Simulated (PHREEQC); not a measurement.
PHREEQC input (ion-association model, wateq4f.dat):

```
SOLUTION_MASTER_SPECIES
  An  An-  0  An  62.0  # stands for a non-complexing anion
SOLUTION_SPECIES
  An- = An-
    -log_k 0
    -gamma 3.0 0
PHASES
  Fix_H+
    H+ = H+
    -log_k 0
SOLUTION 1
  temp 25
  units mmol/kgw
  pH 7 charge
  Cl 0.062
  Ca 0.031
  Na 300
  An 300
END
SELECTED_OUTPUT 1
  -reset false
  -pH true
  -pe true
  -ionic_strength true
  -water true
  -totals Ca Cl Na
  -molalities Hfo_wOH Hfo_wOH2+ Hfo_wO- Hfo_sOH Hfo_sOH2+ Hfo_sO- Hfo_sOHCa+2 Hfo_wOCa+
  -saturation_indices Portlandite Halite
USER_PUNCH 1
  -headings sigma psi
  10 PUNCH EDL("sigma", "Hfo"), EDL("psi", "Hfo")
PRINT
  -reset false
USE solution 1
SURFACE 1
  Hfo_wOH 0.000359551 600 0.16
  Hfo_sOH 8.98876e-06
EQUILIBRIUM_PHASES 1
  Fix_H+ -3 HAn 10
    -force_equality true
  O2(g) -0.68 10
END
# ... the last block is repeated for the other 16 points of pH, with NaOH or the acid as the point needs
```

Selected output (columns that matter, 17 of 17 rows; pH added in front):

```
pH	mu	Ca	Na	m_Hfo_wOH	m_Hfo_wOH2+	m_Hfo_wO-	m_Hfo_sOH	m_Hfo_sOH2+	m_Hfo_sO-	m_Hfo_sOHCa+2	si_Portlandite	si_Halite	sigma	psi
3	0.30156	3.1e-05	0.3	2.426e-06	0.00035712	3.7755e-10	6.0651e-08	8.9281e-06	9.4387e-12	2.8892e-12	-21.857	-6.6197	0.36793	0.12553
3.5	0.30068	3.1e-05	0.3	7.3808e-06	0.00035217	3.5437e-09	1.8452e-07	8.8041e-06	8.8592e-11	9.2411e-12	-20.857	-6.6195	0.36282	0.1249
4	0.30039	3.1e-05	0.3	2.0808e-05	0.00033871	2.9284e-08	5.202e-07	8.4678e-06	7.321e-10	3.0329e-11	-19.856	-6.6194	0.34894	0.12295
4.5	0.30029	3.1e-05	0.3	5.018e-05	0.00030918	1.8657e-07	1.2545e-06	7.7295e-06	4.6642e-09	1.048e-10	-18.856	-6.6194	0.31835	0.11833
5	0.30024	3.1e-05	0.3	9.6786e-05	0.00026195	8.1924e-07	2.4195e-06	6.5484e-06	2.048e-08	3.9001e-10	-17.856	-6.6194	0.26903	0.10989
5.5	0.3002	3.0998e-05	0.3	0.00015032	0.00020673	2.504e-06	3.7573e-06	5.1673e-06	6.2589e-08	1.5638e-09	-16.856	-6.6194	0.21041	0.097703
6	0.30017	3.0993e-05	0.3	0.00019846	0.00015528	5.811e-06	4.9579e-06	3.879e-06	1.4517e-07	6.6777e-09	-15.856	-6.6194	0.154	0.082616
6.5	0.30015	3.0969e-05	0.3	0.00023479	0.00011365	1.1112e-05	5.85e-06	2.8317e-06	2.7686e-07	3.0136e-08	-14.857	-6.6194	0.10569	0.065374
7	0.30013	3.0852e-05	0.3	0.0002584	8.2638e-05	1.851e-05	6.3577e-06	2.0332e-06	4.5542e-07	1.4243e-07	-13.858	-6.6194	0.066335	0.046444
7.5	0.30011	3.0298e-05	0.3	0.00027134	6.0118e-05	2.8056e-05	6.2834e-06	1.3922e-06	6.4969e-07	6.6348e-07	-12.866	-6.6194	0.034345	0.026295
8	0.30009	2.8309e-05	0.3	0.00027579	4.2821e-05	4.069e-05	5.0291e-06	7.8086e-07	7.42e-07	2.4368e-06	-11.896	-6.6194	0.0073348	0.0058515
8.5	0.3001	2.4189e-05	0.30004	0.00027093	2.8823e-05	5.834e-05	2.7528e-06	2.9286e-07	5.9276e-07	5.3504e-06	-10.964	-6.6193	-0.017746	-0.014013
9	0.30012	1.7262e-05	0.30009	0.00025293	1.7786e-05	8.2401e-05	1.2056e-06	8.4779e-08	3.9277e-07	7.3056e-06	-10.111	-6.6192	-0.044105	-0.032954
9.5	0.30015	7.6315e-06	0.30017	0.00022011	9.7199e-06	0.00011418	7.4127e-07	3.2735e-08	3.8455e-07	7.8302e-06	-9.4652	-6.6191	-0.073996	-0.05058
10	0.30027	2.0542e-06	0.30032	0.00018123	4.9471e-06	0.0001521	7.0639e-07	1.9282e-08	5.9283e-07	7.6702e-06	-9.0354	-6.619	-0.11168	-0.0678
10.5	0.30061	5.0352e-07	0.30068	0.00013789	2.2217e-06	0.00019606	7.6857e-07	1.2383e-08	1.0928e-06	7.115e-06	-8.6467	-6.6185	-0.15811	-0.083833
11	0.30164	1.5289e-07	0.30174	9.0858e-05	7.7762e-07	0.00024319	7.7653e-07	6.6461e-09	2.0785e-06	6.127e-06	-8.1667	-6.6172	-0.20858	-0.097158
```

Species that the database lacks are ignored. The oxide is taken as insoluble; below pH 4 it would dissolve.
